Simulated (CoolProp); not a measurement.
Cyclopentane along the isotherm 420.7 K: density (kg/m³) from the reference equation and from simpler models built on Tc = 511.7 K, pc = 4.583 MPa, ω = 0.202; each cubic takes its own stable root.

Computed with CoolProp (reference Helmholtz-energy equation of state, Gedanitz 2015).

```
p (MPa)   phase  reference
-------  ------  ---------
0.191       gas      3.941
0.382       gas      8.130
0.573       gas      12.61
0.764       gas      17.46
0.955       gas      22.76
1.15     liquid      597.3
1.34     liquid      598.0
1.53     liquid      598.7
1.72     liquid      599.4
1.91     liquid      600.1
2.1      liquid      600.8
2.29     liquid      601.5
```

**Question.** How far does each simpler model (Redlich-Kwong, Soave-Redlich-Kwong, Peng-Robinson) lie from the reference over these 12 states: mean and median of the absolute difference, and the worst?

**Answer.** 
- Redlich-Kwong: mean 20.8 %, median 10.6 %, worst -95.3 % at 420.7 K and 1.15 MPa
- Soave-Redlich-Kwong: mean 4.6 %, median 7.1 %, worst -7.6 % at 420.7 K and 1.15 MPa
- Peng-Robinson: mean 3.0 %, median 4.9 %, worst +5.3 % at 420.7 K and 2.29 MPa

At some of these states Redlich-Kwong gives the other phase, because its saturation line lies elsewhere.
